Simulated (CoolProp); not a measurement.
Vapour-liquid equilibrium of propane (1) + R236EA (2) at 0.403 MPa; x and y are mole fractions of (1).

Computed with CoolProp (multi-fluid Helmholtz-energy mixture model, Lemmon 2009 and Rui 2013; pair parameters Bell 2016).

```json
[
 {"x": "0.05", "bubble temperature, mixture model (K)": "305.4", "bubble temperature, Raoult's law (K)": "314.3", "y, mixture model": "0.351", "y, Raoult's law": "0.175"},
 {"x": "0.15", "bubble temperature, mixture model (K)": "287.0", "bubble temperature, Raoult's law (K)": "306.1", "y, mixture model": "0.677", "y, Raoult's law": "0.432"},
 {"x": "0.25", "bubble temperature, mixture model (K)": "278.2", "bubble temperature, Raoult's law (K)": "299.1", "y, mixture model": "0.784", "y, Raoult's law": "0.604"},
 {"x": "0.35", "bubble temperature, mixture model (K)": "274.2", "bubble temperature, Raoult's law (K)": "293.0", "y, mixture model": "0.825", "y, Raoult's law": "0.723"},
 {"x": "0.45", "bubble temperature, mixture model (K)": "272.4", "bubble temperature, Raoult's law (K)": "287.7", "y, mixture model": "0.844", "y, Raoult's law": "0.808"},
 {"x": "0.55", "bubble temperature, mixture model (K)": "271.4", "bubble temperature, Raoult's law (K)": "283.1", "y, mixture model": "0.855", "y, Raoult's law": "0.868"},
 {"x": "0.65", "bubble temperature, mixture model (K)": "270.6", "bubble temperature, Raoult's law (K)": "279.1", "y, mixture model": "0.866", "y, Raoult's law": "0.913"},
 {"x": "0.75", "bubble temperature, mixture model (K)": "269.8", "bubble temperature, Raoult's law (K)": "275.4", "y, mixture model": "0.882", "y, Raoult's law": "0.946"},
 {"x": "0.85", "bubble temperature, mixture model (K)": "268.9", "bubble temperature, Raoult's law (K)": "272.2", "y, mixture model": "0.909", "y, Raoult's law": "0.972"},
 {"x": "0.95", "bubble temperature, mixture model (K)": "268.1", "bubble temperature, Raoult's law (K)": "269.3", "y, mixture model": "0.959", "y, Raoult's law": "0.992"}
]
```

The largest gap from Raoult's law is -20.9 K in bubble temperature, at x = 0.25. No azeotrope shows between x = 0.05 and 0.95.

Pair parameters are fitted to limited data, so mixtures are less certain than the pure fluids. With so large a gap from Raoult's law the liquid may split in two, which this calculation doesn't test in full.
